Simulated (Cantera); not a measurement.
A closed system holds: 1 mol CH3F, 6 mol H2, equilibrated at 2375 K and 3.70e-5 bar.

Method: chemical equilibrium by Gibbs-energy minimisation in Cantera with the NASA 1993 tables (ideal gas, pure condensed phases). Candidate condensed phases: C, C6H6, C7H8, C8H18; 95 gas species. Rates play no part.

Base state: H 0.802, H2 0.120, HF 0.0737, C3 0.00173, C2H2 (acetylene) 0.000743, C 0.000736, F 0.000733, C2H 0.000270 (mole fractions); condensed: C(graphite).

**Question.** What changes in the equilibrium state with this change: CH3F replaced by CF4?

**Answer.** 
```csv
species,before,after
H,0.802,0.582
HF,0.0737,0.347
H2,0.120,0.0630
CF,1.59e-5,0.000103
F,0.000733,0.00476
"C(graphite), mol",0.889,0.914
```
